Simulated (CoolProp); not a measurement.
Properties of R143a along the isobar 18.7 bar.

Computed with CoolProp (reference Helmholtz-energy equation of state, Lemmon and Jacobsen 2000).

```tsv
T (K)	phase	density (kg/m³)	Prandtl number	fugacity coefficient
287.8	liquid	978.8	2.60	0.4346
340.9	gas	71.44	0.855	0.8130
367.4	gas	61.43	0.779	0.8560
393.9	gas	54.70	0.735	0.8873
420.4	gas	49.66	0.705	0.9109
447	gas	45.66	0.681	0.9292
473.5	gas	42.39	0.662	0.9434
500	gas	39.63	0.645	0.9548
```

Viscosity comes from a separate model (Klein 1997), an estimate that may be off by 10 % or more. Thermal conductivity comes from a separate model (McLinden 2000), an estimate that may be off by 10 % or more.
